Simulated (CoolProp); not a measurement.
Vapour-liquid equilibrium of R125 (1) + R152A (2) at 0.254 MPa; x and y are mole fractions of (1).

Computed with CoolProp (multi-fluid Helmholtz-energy mixture model, Lemmon 2005 and Outcalt 1996; pair parameters Bell 2016).

```tsv
x	bubble temperature, mixture model (K)	bubble temperature, Raoult's law (K)	y, mixture model	y, Raoult's law
0.05	269.9	270.0	0.115	0.119
0.15	266.3	266.2	0.300	0.316
0.25	263.1	262.9	0.444	0.470
0.35	260.4	259.8	0.562	0.593
0.45	257.8	257.1	0.662	0.691
0.55	255.4	254.6	0.748	0.772
0.65	253.1	252.4	0.822	0.839
0.75	250.9	250.3	0.886	0.895
0.85	248.7	248.4	0.939	0.942
0.95	246.8	246.6	0.982	0.982
```

The largest gap from Raoult's law is +0.8 K in bubble temperature, at x = 0.55. No azeotrope shows between x = 0.05 and 0.95.

The pair parameters rest on a limited set of measurements; away from them the model extrapolates.
